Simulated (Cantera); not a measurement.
An adiabatic, constant-pressure homogeneous reactor starts with CO : H₂ : O₂ : N₂ = 1 : 0.8 : 0.5 : 1.88 (molar parts), equivalence ratio 1.8, at 1700 K and 1000000 Pa.

Cantera simulation using GRI-Mech 3.0 (53 species, 325 reactions); the numbers are that mechanism's predictions, not measurements. The hydrogen kinetics of GRI-Mech 3.0 are dated; newer H2 mechanisms differ, most at raised pressure. Above 3000 K some thermodynamic fits are extrapolated.

Predict: time of steepest temperature rise; temperature at 0.400 s; equilibrium temperature; x(CO) at 0.400 s; x(H₂) at 0.400 s; x(O₂) at 0.400 s; x(N₂O) at 0.400 s; x(H₂O₂) at 0.400 s.


- time of steepest temperature rise: 0.998 µs
- temperature at 0.400 s: 3074 K
- equilibrium temperature: 3074 K
- x(CO) at 0.400 s: 0.184 (gas-phase equilibrium 0.184)
- x(H₂) at 0.400 s: 0.0454 (gas-phase equilibrium 0.0454)
- x(O₂) at 0.400 s: 0.00372 (gas-phase equilibrium 0.00372)
- x(N₂O) at 0.400 s: 7.88e-7 (gas-phase equilibrium 7.88e-7)
- x(H₂O₂) at 0.400 s: 5.67e-7 (gas-phase equilibrium 5.67e-7)
